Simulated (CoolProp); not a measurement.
The fluid at 489.11 K and 0.0622 MPa expands adiabatically to 0.00427 MPa with isentropic efficiency 1. The same conditions are run with several fluids, on thermodynamics alone (safety and materials aside).

Values from CoolProp's reference Helmholtz-energy equation of state of each fluid (n-undecane: Aleksandrov 2011; n-pentane: Thol 2019; R114: Platzer 1990; R113: Marx 1992; the fluoroketone C6F12O (FK-5-1-12): McLinden 2015). The equations of Platzer and Polt are older, rougher fits.

Problem. Rank n-undecane, n-pentane, R114, R113, the fluoroketone C6F12O (FK-5-1-12) by work (kJ/kg), highest first.

Solution. n-pentane (141), n-undecane (66.7), R114 (58.9), R113 (53.8), the fluoroketone C6F12O (FK-5-1-12) (33.2)

```csv
fluid,final temperature (K),final density (kg/m³)
n-undecane,460.0,0.175
n-pentane,428.9,0.0864
R114,418.0,0.210
R113,419.5,0.230
the fluoroketone C6F12O (FK-5-1-12),456.7,0.356
```
